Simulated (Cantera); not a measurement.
Equilibrium for carbon deposition, reforming and gasification: C + H₂O + N₂

A closed system holds: 1 mol C, 1.9 mol H₂O, 2.8 mol N₂, equilibrated at 1725 °C and 1 atm.

Cantera equilibrium calculation (NASA polynomials, part measured and part estimated; ideal gas, pure solids and liquids). Candidate condensed phases: C, C₆H₆, C₇H₈, C₈H₁₈, H₂O; 136 gas species. Rates play no part.

| Property | Result |
|---|---|
| x(N₂) | 0.491 |
| x(H₂) | 0.198 |
| x(CO) | 0.153 |
| x(H₂O) | 0.135 |
| x(CO₂) | 0.0228 |
| x(H) | 0.000709 |
| x(OH) | 4.81e-5 |
| x(NO) | 2.53e-6 |
| x(NH₃) | 1.26e-6 |
| gas amount | 5.702 mol |
| log10 activity of C(graphite) (absent) | -4.57 |
